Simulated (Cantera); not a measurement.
Thermodynamics of silicon etching in halogen gases, feed Si + NF3 + N2

Input: 1 mol Si, 1.6 mol NF3, 11 mol N2, at 94.0 Pa.

Method: chemical equilibrium by Gibbs-energy minimisation in Cantera with the NASA 1993 tables (ideal gas, pure condensed phases). Candidate condensed phases: Si, Si3N4; 16 gas species. The numbers say what is thermodynamically allowed, not how fast it happens.

From 402 °C to 1302 °C nothing is condensed. The main Si-bearing gas is SiF4 throughout.

```csv
T (°C),log p N2,log p SiF4,log p F,log p F2,log p NF3,log p NF2,log p SiF3
402,-3.08,-4.15,-5.39,-4.64,-5.61,-11.43,<-15
552,-3.08,-4.16,-4.43,-5.03,-8.03,-11.34,<-15
702,-3.09,-4.16,-4.27,-6.29,-11.20,-12.27,<-15
852,-3.09,-4.16,-4.26,-7.46,-13.87,-13.19,<-15
1002,-3.09,-4.16,-4.26,-8.36,<-15,-13.90,<-15
1152,-3.09,-4.16,-4.26,-9.08,<-15,-14.47,-13.83
1302,-3.09,-4.16,-4.26,-9.66,<-15,-14.93,-11.70
```
log p: log10 of the partial pressure in bar; nothing condenses.
